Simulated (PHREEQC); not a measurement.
## Nickel, zinc or cadmium bath: an equilibrium model

Consider water at 25 °C with 18 mmol/kgw CdCl2 and 2.05 mmol/kgw NaOH. It is in equilibrium with CO2 at log p = 0 (atm). Otherwise closed; pH follows from the charge balance.

Computed with PHREEQC (ion-association model, phreeqc.dat).

```json
{
  "pH": "5.01",
  "ionic_strength": "0.0349 mol/kgw",
  "total_alkalinity": "2.05 meq/kg"
}
```

| species | molality | activity | log γ |
|---|---|---|---|
| CO2 | 0.0336 | 0.0338 | 0.003 |
| Cl- | 0.0253 | 0.0211 | -0.077 |
| CdCl+ | 0.00933 | 0.00785 | -0.075 |
| Cd+2 | 0.00775 | 0.00389 | -0.300 |
| Na+ | 0.00205 | 0.00173 | -0.073 |
| HCO3- | 0.00183 | 0.00155 | -0.072 |

Precipitation was switched off in this run. Saturation is exceeded, for instance for Otavite; the values hold only as long as no solid forms. Complexes and solids missing from the database can't appear.
